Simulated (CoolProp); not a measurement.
Vapour-liquid equilibrium of dimethyl ether (1) + n-perfluorobutane (2) at 7.46 bar; x and y are mole fractions of (1).

Computed with CoolProp (multi-fluid Helmholtz-energy mixture model, Wu 2011 and Gao 2022; pair parameters Bell 2016).

```
x      bubble temperature (°C)  y at the bubble point  dew temperature at overall composition x (°C)  liquid density (mol/L)
-----  -----------------------  ---------------------  ---------------------------------------------  ----------------------
0.05                      54.2                  0.175                                           59.4                   5.894
0.125                     44.6                  0.383                                           56.3                   6.323
0.2                          ?                  0.520                                           53.1                   6.737
0.275                        ?                  0.603                                           49.7                   7.139
0.35                      29.8                  0.653                                           46.2                   7.544
0.425                     28.2                      ?                                           42.5                   7.973
0.5                       27.4                  0.701                                           38.5                   8.444
0.575                        ?                  0.712                                           34.3                   8.980
0.65                      26.8                  0.721                                           30.0                   9.602
0.725                     26.7                  0.731                                           26.7                   10.33
0.8                       26.8                  0.750                                           27.7                   11.19
0.875                     27.5                  0.789                                              ?                   12.17
0.95                      29.8                  0.879                                           31.9                   13.28
```

Problem. What belongs in the gaps?

Solution. 
- 0.2, bubble temperature (°C): 37.4
- 0.275, bubble temperature (°C): 32.7
- 0.425, y at the bubble point: 0.683
- 0.575, bubble temperature (°C): 26.9
- 0.875, dew temperature at overall composition x (°C): 29.7

y crosses x between x = 0.725 and 0.8: the model has an azeotrope there.

Pair parameters are fitted to limited data, so mixtures are less certain than the pure fluids. With so large a gap from Raoult's law the liquid may split in two, which this calculation doesn't test in full.
